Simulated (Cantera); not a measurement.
Charge: 1 mol SiHCl3, 1.3 mol C2H4, 1500 mol H2, 0.0088 mol C3H8, held at 6.20 mbar.

Equilibrium computed with Cantera from the NASA thermochemical tables; the gas is ideal and each condensed phase is pure. Candidate condensed phases: C, C6H6, C7H8, C8H18, Si, SiC; 109 gas species. Rates play no part.

Which condensed phases are stable at each of these points (T (K)): 1175, 1275, 1375, 1475, 1575, 1675, 1775, 1875, 1975, 2075, 2175, 2275, 2375, 2475?


```json
[
 {"T (K)": "1175", "condensed phases": "C(graphite) + SiC(s)", "Si condensed (%)": "100.0"},
 {"T (K)": "1275", "condensed phases": "C(graphite) + SiC(s)", "Si condensed (%)": "100.0"},
 {"T (K)": "1375", "condensed phases": "C(graphite) + SiC(s)", "Si condensed (%)": "100.0"},
 {"T (K)": "1475", "condensed phases": "C(graphite) + SiC(s)", "Si condensed (%)": "100.0"},
 {"T (K)": "1575", "condensed phases": "C(graphite) + SiC(s)", "Si condensed (%)": "100.0"},
 {"T (K)": "1675", "condensed phases": "C(graphite) + SiC(s)", "Si condensed (%)": "99.8"},
 {"T (K)": "1775", "condensed phases": "C(graphite) + SiC(s)", "Si condensed (%)": "98.6"},
 {"T (K)": "1875", "condensed phases": "C(graphite) + SiC(s)", "Si condensed (%)": "91.3"},
 {"T (K)": "1975", "condensed phases": "C(graphite) + SiC(s)", "Si condensed (%)": "53.9"},
 {"T (K)": "2075", "condensed phases": "gas only", "Si condensed (%)": "0.0"},
 {"T (K)": "2175", "condensed phases": "gas only", "Si condensed (%)": "0.0"},
 {"T (K)": "2275", "condensed phases": "gas only", "Si condensed (%)": "0.0"},
 {"T (K)": "2375", "condensed phases": "gas only", "Si condensed (%)": "0.0"},
 {"T (K)": "2475", "condensed phases": "gas only", "Si condensed (%)": "0.0"}
]
```

From 1175 K to 1975 K the condensed part is C(graphite) + SiC(s). From 2075 K to 2475 K nothing is condensed.
